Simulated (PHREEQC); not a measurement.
# Acid rinse or clean

Dissolve 15 mmol/kgw HF, 0.62 mmol/kgw ZnSO4 and 110 mmol/kgw CuCl2 at 20 °C and 300 atm. Closed to the air; pH follows from the charge balance.

Computed with PHREEQC (ion-association model, phreeqc.dat).

No solid was allowed to form.

What pH does the model give?

pH 2.42.

In which forms is Cu present?

Cu+2 88 %, CuCl+ 10 %, CuF+ 1.1 % of the Cu.

Under pressure, the constants of complexes without a molar volume in the database are unreliable.
